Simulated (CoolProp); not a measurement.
Saturated liquid density (kg/m³) of chlorine: the reference equation beside estimates from Tc = 143.7 °C, pc = 76.42 bar, ω = 0.070. Rackett uses Z = 0.29056 − 0.08775 ω.

Computed with CoolProp (reference Helmholtz-energy equation of state, Thol 2021).

| T (°C) | reference | Rackett | van der Waals | Redlich-Kwong | Soave-Redlich-Kwong | Peng-Robinson |
|---|---|---|---|---|---|---|
| 58.95 | 1280 | 1220 | [?] | [?] | 1153 | 1307 |
| 63.85 | 1262 | 1204 | 797.5 | [?] | 1132 | 1284 |
| 68.65 | 1244 | 1188 | 785.8 | [?] | 1112 | 1261 |
| 73.55 | 1225 | 1170 | 773.5 | 1081 | 1090 | [?] |
| 78.35 | [?] | 1153 | 761.0 | 1058 | 1068 | 1210 |
| 83.25 | 1186 | 1134 | 747.8 | 1034 | 1044 | 1183 |
| 88.05 | 1165 | 1115 | 734.2 | 1010 | [?] | 1155 |
| 92.85 | 1143 | 1095 | 720.1 | 984.3 | 994.5 | 1126 |
| 97.75 | 1120 | 1074 | 704.9 | 957.1 | 967.3 | 1094 |
| 102.55 | 1097 | 1052 | [?] | 929.1 | 939.2 | 1061 |
| 107.45 | 1071 | 1028 | 672.2 | 898.8 | 908.8 | 1026 |
| 112.25 | 1044 | 1003 | 654.4 | 867.3 | 876.9 | 988.5 |

Task: What belongs in the gaps?

Result: 
- 58.95, van der Waals: 809.0
- 58.95, Redlich-Kwong: 1144
- 63.85, Redlich-Kwong: 1124
- 68.65, Redlich-Kwong: 1103
- 73.55, Peng-Robinson: 1236
- 78.35, reference: 1206
- 88.05, Soave-Redlich-Kwong: 1020
- 102.55, van der Waals: 689.2

Absolute difference from the reference over all 12 rows, mean and median: Rackett 4.3 and 4.3 %, van der Waals 37.0 and 37.0 %, Redlich-Kwong 13.3 and 13.1 %, Soave-Redlich-Kwong 12.5 and 12.2 %, Peng-Robinson 2.0 and 1.6 %.
